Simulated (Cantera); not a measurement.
Transport properties of process gases

Gas mixture: H₂ : CH₄ : CH₃OH = 0.92 : 0.44 : 0.94 (molar parts), at 1.01 bar, frozen composition.

Cantera's kinetic-theory transport with the Lennard-Jones parameters of GRI-Mech 3.0, ideal gas; thermal conductivity in the multicomponent form. Polar gases are described roughly by these parameters. The composition is frozen, though it would react at the higher temperatures.

| T (K) | ρ (kg/m³) | cp (J/kg/K) | μ (µPa s) | λ (mW/m/K) | Pr | D (cm²/s) CH₃ | D (cm²/s) C₂H₂ | D (cm²/s) H |
|---|---|---|---|---|---|---|---|---|
| 400 | 0.517 | 2385 | 14.0 | 76.0 | 0.437 | 0.440 | 0.329 | 2.10 |
| 600 | 0.345 | 2905 | 20.1 | 117 | 0.498 | 0.916 | 0.697 | 4.35 |
| 800 | 0.259 | 3341 | 25.7 | 161 | 0.535 | 1.52 | 1.16 | 7.18 |
| 1000 | 0.207 | 3700 | 30.8 | 204 | 0.557 | 2.23 | 1.72 | 10.5 |
| 1200 | 0.172 | 3987 | 35.4 | 248 | 0.570 | 3.04 | 2.36 | 14.3 |
| 1400 | 0.148 | 4220 | 39.6 | 290 | 0.577 | 3.95 | 3.06 | 18.6 |
| 1600 | 0.129 | 4408 | 43.6 | 331 | 0.581 | 4.94 | 3.84 | 23.3 |
| 1800 | 0.115 | 4559 | 47.4 | 371 | 0.583 | 6.02 | 4.69 | 28.4 |
D: mixture-averaged diffusion coefficient of that species in the mixture.
